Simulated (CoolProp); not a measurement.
Vapour pressure (MPa) of methane: the reference equation beside estimates from Tc = 190.6 K, pc = 4.599 MPa, ω = 0.011. Clausius-Clapeyron is anchored at 127.8 K with a constant enthalpy of vaporisation of 7.658 kJ/mol.

The numbers come from the reference Helmholtz-energy equation of state, Setzmann 1991 in CoolProp.

| T (K) | reference | Lee-Kesler | Clausius-Clapeyron | Redlich-Kwong |
|---|---|---|---|---|
| 107.1 | 0.06838 | 0.06704 | 0.07975 | 0.04577 |
| 114 | 0.1223 | 0.1207 | [?] | 0.09128 |
| 120.9 | [?] | 0.2025 | 0.2128 | 0.1653 |
| 127.8 | 0.3211 | 0.3204 | 0.3211 | 0.2771 |
| 134.6 | 0.4795 | 0.4797 | 0.4622 | 0.4337 |
| 141.5 | 0.6924 | 0.6936 | 0.6452 | [?] |
| 148.4 | 0.9666 | 0.9686 | 0.8733 | 0.9310 |
| 155.3 | 1.312 | 1.314 | [?] | [?] |
| 162.1 | 1.730 | 1.732 | 1.476 | 1.723 |
| 169 | 2.245 | 2.245 | 1.861 | [?] |

Problem. What belongs in the gaps?

Solution. 
- 114, Clausius-Clapeyron: 0.1342
- 120.9, reference: 0.2039
- 141.5, Redlich-Kwong: 0.6491
- 155.3, Clausius-Clapeyron: 1.151
- 155.3, Redlich-Kwong: 1.288
- 169, Redlich-Kwong: 2.256

Absolute difference from the reference over all 10 rows, mean and median: Lee-Kesler 0.5 and 0.2 %, Clausius-Clapeyron 9.5 and 9.7 %, Redlich-Kwong 11.3 and 7.9 %.
